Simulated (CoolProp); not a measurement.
A simple Rankine cycle with R21: condensing at 307.15 K, boiler at 2.26 MPa, turbine inlet 402.6 K, turbine efficiency 0.7, pump efficiency 0.6, no recuperator. Each further row changes one setting.

Computed with CoolProp (reference Helmholtz-energy equation of state, Platzer 1990). This equation is an older, rougher fit; its heat capacities, sound speeds and derivatives of the liquid may be far off and weren't checked against measurements.

```tsv
case	thermal efficiency (%)	net work (kJ/kg)	heat in (kJ/kg)	turbine exit temperature (K)	volume ratio over the turbine
as stated	12.9	33.1	257	307.2	9.14
turbine inlet 422.6 K	13.2	36.6	276	329.6	8.80
condensing temperature 299.15 K	13.9	37.0	265	299.1	11.7
boiler pressure 1.58 MPa	11.6	31.2	270	328.3	6.07
turbine efficiency 0.6	10.9	28.0	257	313.0	9.41
```

The expansion ends wet for: as stated; condensing temperature 299.15 K.
